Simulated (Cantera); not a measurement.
Charge: 1 mol Si3N4, 2.4 mol HCl, 2.6 mol H2, held at 10.0 mbar.

Equilibrium computed with Cantera from the NASA thermochemical tables; the gas is ideal and each condensed phase is pure. Candidate condensed phases: NH4Cl, Si, Si3N4; 28 gas species. The numbers say what is thermodynamically allowed, not how fast it happens.

Over these rows the condensed part is Si3N4(s). Partial pressures as log10 of bar:

```csv
T (K),1000/T (1/K),log p SiH2Cl2,log p H2,log p HCl,log p SiCl4,log p N2
950,1.0526,-8.63,-2.22,-2.47,-3.44,-3.62
1050,0.9524,-7.97,-2.23,-2.45,-3.50,-3.66
1150,0.8696,?,-2.23,-2.44,-3.56,-3.70
1250,0.8000,-7.03,-2.24,-2.43,-3.66,-3.68
1350,0.7407,-6.81,-2.24,-2.45,-3.90,-3.55
1450,0.6897,-6.78,-2.24,-2.51,-4.39,-3.34
```

Task: Fit log p(SiH2Cl2) = a + b·(1000/T) to the five rows, give the apparent enthalpy, and predict the row at 1150 K.

Result: Means: 1000/T = 0.8471, log p = -7.444. Sxy = -0.490581, Sxx = 0.0916325, so b = -5.35 and a = -7.444 − (-5.35)×0.8471 = -2.91.
Apparent enthalpy: −19.145 × (-5.35) = 102 kJ/mol. With the condensed phases at unit activity, 1/3 Si3N4(s) + 2 HCl(g) = SiH2Cl2(g) + 2/3 N2(g) links this pressure to the main gases: over the six rows their terms move log p by -0.27 in all, so the slope isn't that reaction's ΔH° alone. The five rows lie within 0.18 of the line; that is curvature, so one enthalpy describes this range poorly.
Prediction at 1150 K: -2.91 + (-5.35)×0.8696 = -7.56. The computed value is -7.44, 0.12 from the line.
